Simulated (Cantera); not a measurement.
## Equilibrium for silicon oxide and oxynitride deposition: SiH2Cl2 + O3 + N2

Feed: 1 mol SiH2Cl2, 0.063 mol O3, 5.8 mol N2, at 1.33 mbar.

These are equilibrium values from Cantera (NASA tables, ideal gas, pure condensed phases), not measurements of a reactor. Candidate condensed phases: H2O, NH4Cl, Si, SiO2, Si2N2O, Si3N4; 47 gas species. N2 is the only nitrogen source here; it is nearly inert below about 1500 K, so the nitride shown seldom forms there in practice. Mutual solubility and eutectic melting of coexisting phases are not modelled. The tables' values for SiCl3, SiCl are old estimates; treat these amounts as uncertain. Rates play no part.

```
T (K)  log p N2  log p HCl  log p H2  log p SiCl2  log p SiCl4  log p SiO  n Si2N2O(s)  n Si3N4(s)
-----  --------  ---------  --------  -----------  -----------  ---------  -----------  ----------
923       -3.00      -3.62     -4.18        -9.17        -4.48       <-14        0.189       0.148
1023      -3.00      -3.60     -4.22        -7.63        -4.52       <-14        0.189       0.153
1123      -3.01      -3.59     -4.25        -6.37        -4.56     -13.30        0.189       0.156
1223      -3.01      -3.58     -4.26        -5.35        -4.65     -11.08        0.189       0.152
1323      -3.01      -3.61     -4.22        -4.59        -4.93      -9.20        0.189       0.125
1423      -3.01      -3.71     -4.09        -4.18        -5.65      -7.59        0.189      0.0677
1523      -3.01      -3.86     -3.97        -3.99        -6.61      -6.20        0.185     0.00862
1623      -3.01      -4.00     -3.92        -3.92        -7.49      -4.84        0.104           0
```
log p: log10 of the partial pressure in bar; n: condensed amount in mol.

From 923 K to 1523 K the condensed part is Si2N2O(s) + Si3N4(s). At 1623 K the condensed part is Si2N2O(s). The main Si-bearing gas is SiCl4 at 923 K and SiCl2 at 1623 K. The share of Si in condensed phases is highest at 1123 K (84.5 %) and lowest at 1623 K (20.8 %).
